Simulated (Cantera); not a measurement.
Input (Python, Cantera):

```python
import numpy as np
import cantera as ct

surf = ct.Interface("diamond.yaml", "diamond_100")
gas, bulk = surf.adjacent["gas"], surf.adjacent["diamond"]
k = surf.kinetics_species_index(bulk.species_names[0])
cover = ["c6HH", "c6H*", "c6*H", "c6**", "c6HM", "c6B"]

rows, drift = [], 0.0
print(f"{'P':>10s}{'um/h':>11s}" + "".join(f"{s:>11s}" for s in cover))
for v in [580, 1100, 2100, 3900, 7400, 14000, 26000, 50000]:
    T, P, xH, xCH3 = 1048, v, 0.0012, 7.8e-05
    gas.TPX = T, P, {"H": xH, "CH3": xCH3, "CH4": 0.0046, "H2": 1 - xH - xCH3 - 0.0046}
    surf.TP = bulk.TP = T, P
    surf.coverages = "c6H*:0.1, c6HH:0.9"
    surf.advance_coverages(100.0)
    before = surf.coverages
    surf.advance_coverages(100.0)
    drift = max(drift, np.max(np.abs(surf.coverages - before) / (surf.coverages + 1e-9)))
    rate = surf.net_production_rates[k] * bulk.mean_molecular_weight / bulk.density * 3.6e9
    rows.append([rate, *surf[cover].coverages])
    print(f"{v:10.4g}{rate:11.4e}" + "".join(f"{x:11.3e}" for x in rows[-1][1:]))
```

Result:

```
         P       um/h       c6HH       c6H*       c6*H       c6**       c6HM        c6B
       580 5.9770e-02  5.554e-01  2.235e-02  4.023e-01  1.202e-02  5.281e-03  1.622e-10
      1100 1.7332e-01  5.529e-01  2.225e-02  4.004e-01  1.197e-02  8.519e-03  4.703e-10
      2100 4.7627e-01  5.497e-01  2.211e-02  3.979e-01  1.189e-02  1.263e-02  1.292e-09
      3900 1.1538e+00  5.465e-01  2.198e-02  3.954e-01  1.182e-02  1.673e-02  3.131e-09
      7400 2.6442e+00  5.437e-01  2.187e-02  3.933e-01  1.176e-02  2.039e-02  7.175e-09
   1.4e+04 5.6252e+00  5.416e-01  2.180e-02  3.917e-01  1.171e-02  2.303e-02  1.526e-08
   2.6e+04 1.1173e+01  5.403e-01  2.177e-02  3.906e-01  1.169e-02  2.468e-02  3.032e-08
     5e+04 2.2365e+01  5.395e-01  2.180e-02  3.900e-01  1.168e-02  2.573e-02  6.069e-08
```

Computed with Cantera and the Harris–Goodwin 1993 mechanism for the reconstructed diamond (100) surface.
